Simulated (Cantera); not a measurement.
A perfectly stirred reactor is fed with C2H6 : N2 = 1 : 1.3 (molar parts), at 0.000350 bar; it is held at 1873 K, and followed from long to short residence time.

Model: GRI-Mech 3.0 (53 species, 325 reactions), integrated in Cantera. GRI-Mech 3.0 stops at C3 and has no aromatics, soot or wall deposition, so with more carbon than oxygen in the feed, carbon stays in small species such as C2H2 where larger ones or solid carbon would form. Radical loss at walls, strong at low pressure, is not modelled.

What does this change do: temperature 1873 to 1550 K?


```tsv
quantity	before	after
x(C2H6) at τ = 0.650 s	0.000757	0.00938
x(HCN) at τ = 0.650 s	2.52e-5	4.74e-7
x(H) at τ = 0.650 s	0.00503	0.00117
x(CH3) at τ = 0.650 s	0.0144	0.0139
x(C2H) at τ = 0.650 s	3.15e-5	1.67e-6
x(C2H6) at τ = 22.0 ms	0.0214	0.189
x(HCN) at τ = 22.0 ms	4.08e-6	8.18e-8
x(H) at τ = 22.0 ms	0.00570	0.000832
x(CH3) at τ = 22.0 ms	0.0755	0.0444
x(C2H) at τ = 22.0 ms	3.35e-5	3.60e-7
```

What does this change do: C2H6 1 to 4.2 parts?


| quantity | before | after |
|---|---|---|
| x(C2H6) at τ = 0.650 s | 0.000757 | 0.000870 |
| x(HCN) at τ = 0.650 s | 2.52e-5 | 6.71e-6 |
| x(H) at τ = 0.650 s | 0.00503 | 0.00626 |
| x(CH3) at τ = 0.650 s | 0.0144 | 0.0182 |
| x(C2H) at τ = 0.650 s | 3.15e-5 | 3.93e-5 |
| x(C2H6) at τ = 22.0 ms | 0.0214 | 0.0257 |
| x(HCN) at τ = 22.0 ms | 4.08e-6 | 1.09e-6 |
| x(H) at τ = 22.0 ms | 0.00570 | 0.00707 |
| x(CH3) at τ = 22.0 ms | 0.0755 | 0.0966 |
| x(C2H) at τ = 22.0 ms | 3.35e-5 | 4.35e-5 |
